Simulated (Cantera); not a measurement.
# Transport properties of process gases

Gas mixture: 40.5 % H₂O, 59.5 % NO, at 0.000395 atm, frozen composition.

Cantera's kinetic-theory transport with the Lennard-Jones parameters of GRI-Mech 3.0, ideal gas; thermal conductivity in the multicomponent form. Polar gases are described roughly by these parameters. The composition is frozen, though it would react at the higher temperatures.

```json
[
 {"T (K)": "400", "ρ (kg/m³)": "0.000302", "cp (J/kg/K)": "1261", "μ (µPa s)": "19.5", "λ (mW/m/K)": "36.3", "Pr": "0.679", "D (cm²/s) OH": "1420", "D (cm²/s) N₂": "912", "D (cm²/s) C₂H₂": "725"},
 {"T (K)": "650", "ρ (kg/m³)": "0.000186", "cp (J/kg/K)": "1343", "μ (µPa s)": "29.1", "λ (mW/m/K)": "58.6", "Pr": "0.667", "D (cm²/s) OH": "3290", "D (cm²/s) N₂": "2140", "D (cm²/s) C₂H₂": "1740"},
 {"T (K)": "900", "ρ (kg/m³)": "0.000134", "cp (J/kg/K)": "1435", "μ (µPa s)": "37.6", "λ (mW/m/K)": "81.1", "Pr": "0.666", "D (cm²/s) OH": "5720", "D (cm²/s) N₂": "3730", "D (cm²/s) C₂H₂": "3070"},
 {"T (K)": "1150", "ρ (kg/m³)": "0.000105", "cp (J/kg/K)": "1515", "μ (µPa s)": "45.4", "λ (mW/m/K)": "103", "Pr": "0.666", "D (cm²/s) OH": "8630", "D (cm²/s) N₂": "5650", "D (cm²/s) C₂H₂": "4680"},
 {"T (K)": "1400", "ρ (kg/m³)": "8.64e-5", "cp (J/kg/K)": "1583", "μ (µPa s)": "52.6", "λ (mW/m/K)": "125", "Pr": "0.667", "D (cm²/s) OH": "12000", "D (cm²/s) N₂": "7860", "D (cm²/s) C₂H₂": "6530"},
 {"T (K)": "1650", "ρ (kg/m³)": "7.33e-5", "cp (J/kg/K)": "1639", "μ (µPa s)": "59.3", "λ (mW/m/K)": "146", "Pr": "0.667", "D (cm²/s) OH": "15800", "D (cm²/s) N₂": "10300", "D (cm²/s) C₂H₂": "8610"}
]
```
D: mixture-averaged diffusion coefficient of that species in the mixture.
